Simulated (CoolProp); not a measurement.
Saturation properties of R115.

Values from CoolProp's reference Helmholtz-energy equation of state, Lemmon 2016.

```csv
T (K),p (MPa),liquid density (kg/m³),vapour density (kg/m³),enthalpy of vaporisation (kJ/kg),liquid cp (kJ/(kg K))
249.2,0.1912,1492,15.28,119.3,0.9637
251.8,0.2111,1482,16.79,118.2,0.9692
254.3,0.2318,1473,18.36,117.1,0.9747
256.8,0.2540,1463,20.03,116.0,0.9803
259.4,0.2787,1453,21.89,114.9,0.9864
261.9,0.3041,1444,23.81,113.8,0.9923
264.4,0.3313,1434,25.86,112.6,0.9985
267,0.3614,1424,28.14,111.4,1.005
269.5,0.3923,1414,30.48,110.2,1.012
272,0.4251,1403,32.97,108.9,1.019
274.6,0.4614,1393,35.73,107.6,1.026
277.1,0.4984,1382,38.56,106.4,1.033
279.6,0.5375,1371,41.57,105.0,1.041
282.2,0.5806,1360,44.91,103.6,1.049
284.7,0.6245,1349,48.33,102.3,1.058
```

It boils at 233.9 K under 1 atm.
